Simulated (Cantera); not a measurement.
Feed: 1 mol CH3Cl, 0.24 mol H2, equilibrated at 900 °C and 0.110 bar.

Equilibrium computed with Cantera from the NASA thermochemical tables; the gas is ideal and each condensed phase is pure. Candidate condensed phases: C, C6H6, C7H8, C8H18; 91 gas species. The numbers say what is thermodynamically allowed, not how fast it happens.

Base state: H2 0.553, HCl 0.447, CH4 0.000654 (mole fractions); condensed: C(graphite).

**Question.** What changes in the equilibrium state with this change: CH3Cl replaced by CF4?

**Answer.** 
```csv
species,before,after
CF4,0,0.647
HF,0,0.353
H2,0.553,<1e-9
HCl,0.447,0
CH4,0.000654,<1e-9
"C(graphite), mol",0.999,0.120
```
Gases not in the tables: C2F6 and larger saturated fluorocarbons.

**Question.** What changes in the equilibrium state with this change: temperature from 900 °C to 2575 °C?

**Answer.** 
```json
[
 {"species": "H2", "before": "0.553", "after": "0.411"},
 {"species": "HCl", "before": "0.447", "after": "0.292"},
 {"species": "H", "before": "2.64e-7", "after": "0.187"},
 {"species": "Cl", "before": "1.87e-7", "after": "0.0913"},
 {"species": "C2H2 (acetylene)", "before": "3.38e-8", "after": "0.0161"},
 {"species": "C2H", "before": "<1e-9", "after": "0.000996"},
 {"species": "C3", "before": "<1e-9", "after": "0.000513"},
 {"species": "C4H2", "before": "<1e-9", "after": "0.000261"},
 {"species": "C2HCl", "before": "<1e-9", "after": "0.000214"},
 {"species": "C(graphite), mol", "before": "0.999", "after": "0.902"}
]
```
